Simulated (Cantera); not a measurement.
An isothermal, constant-pressure homogeneous reactor starts with 18.2 % CH4, 81.8 % CO2, at 1900 K and 0.266 atm.

Detailed kinetics in Cantera: GRI-Mech 3.0 (53 species, 325 reactions).

x: mole fraction; the columns are a selection and need not sum to one.

```json
[
 {"t (s)": "2.00e-6", "x CH4": "0.182", "x CO2": "0.818", "x H2": "2.13e-5", "x H2O": "1.61e-6", "x CH2CO": "<1e-12"},
 {"t (s)": "8.60e-6", "x CH4": "0.182", "x CO2": "0.818", "x H2": "0.000108", "x H2O": "1.03e-5", "x CH2CO": "<1e-12"},
 {"t (s)": "3.69e-5", "x CH4": "0.181", "x CO2": "0.818", "x H2": "0.000512", "x H2O": "5.13e-5", "x CH2CO": "7.39e-11"},
 {"t (s)": "0.000159", "x CH4": "0.174", "x CO2": "0.815", "x H2": "…", "x H2O": "…", "x CH2CO": "…"},
 {"t (s)": "0.000682", "x CH4": "0.118", "x CO2": "0.766", "x H2": "0.0573", "x H2O": "0.0122", "x CH2CO": "8.17e-6"},
 {"t (s)": "0.00293", "x CH4": "…", "x CO2": "…", "x H2": "…", "x H2O": "…", "x CH2CO": "…"},
 {"t (s)": "0.0126", "x CH4": "0.00444", "x CO2": "0.427", "x H2": "0.0389", "x H2O": "0.197", "x CH2CO": "0.000186"},
 {"t (s)": "0.0541", "x CH4": "0.00174", "x CO2": "0.311", "x H2": "0.0634", "x H2O": "0.195", "x CH2CO": "3.87e-5"},
 {"t (s)": "0.233", "x CH4": "5.18e-6", "x CO2": "0.276", "x H2": "0.0754", "x H2O": "0.191", "x CH2CO": "5.71e-8"},
 {"t (s)": "1.00", "x CH4": "6.89e-12", "x CO2": "0.276", "x H2": "0.0754", "x H2O": "0.191", "x CH2CO": "<1e-12"}
]
```

What belongs in the gaps?


- 0.000159, x H2: 0.00447
- 0.000159, x H2O: 0.000493
- 0.000159, x CH2CO: 1.30e-8
- 0.00293, x CH4: 0.0413
- 0.00293, x CO2: 0.611
- 0.00293, x H2: 0.0862
- 0.00293, x H2O: 0.0921
- 0.00293, x CH2CO: 8.52e-5
